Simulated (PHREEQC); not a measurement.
Solution (25 °C): 0.052 mol H3PO4 and 0.026 mol NaF per kg of water. Closed to the air; pH follows from the charge balance.

Equilibrium calculation in PHREEQC: ion-association model, phreeqc.dat.

* **pH**: 2.22
* **ionic strength**: 0.0329 mol/kgw
* **specific conductance**: 4300 µS/cm
* **total alkalinity**: -52.0 meq/kg

```
species  molality  activity   log γ
-------  --------  --------  ------
H2PO4-     0.0297    0.0253  -0.070
Na+        0.0260    0.0220  -0.072
HF         0.0225    0.0226   0.003
H3PO4      0.0223    0.0225   0.003
H+        0.00695   0.00605  -0.060
F-        0.00298   0.00250  -0.077
HF2-     0.000257  0.000217  -0.073
```

This is a speciation only: nothing precipitates in the calculation.
